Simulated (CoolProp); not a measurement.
The numbers come from the reference Helmholtz-energy equation of state, Rui 2013 in CoolProp.

For R236EA, give the phase and the density (kg/m³), cv (kJ/(kg K)), speed of sound (m/s), expansivity (1/kK) at 361 K and 6 MPa.


- 361 K and 6 MPa: liquid; density 1240, cv 0.962, speed of sound 401, expansivity 3.13
